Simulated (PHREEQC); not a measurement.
A column of 1 m (40 cells, dispersivity 0.05 m, 720 s a shift, diffusion coefficient 3e-10 m²/s) holds 0.019 eq of the database's cation exchanger X per kg of pore water, first in equilibrium with 0.0011 mol CaCl2, 0.00036 mol KBr and 1e-05 mol HCl per kg of water. It is flushed with 0.002 mol/kgw NH4Cl, 0.046 mol/kgw MgSO4 and 1e-05 mol/kgw HCl, at 25 °C. Values are for the last cell. CO2 from the air is kept out. Nothing may precipitate in this run.

The series has 31 steps of pore volumes, from 0 to 3.013.

Model: ion-association model, phreeqc.dat, run in PHREEQC.

After how many pore volumes does S at the outlet first reach half of its feed value?

By 1.0 pore volumes.

After how many pore volumes does Mg at the outlet first reach half of its feed value?

By 1.2 pore volumes.

After how many pore volumes does NH4 at the outlet first reach half of its feed value?

By 1.2 pore volumes.

Species that the database lacks are ignored.
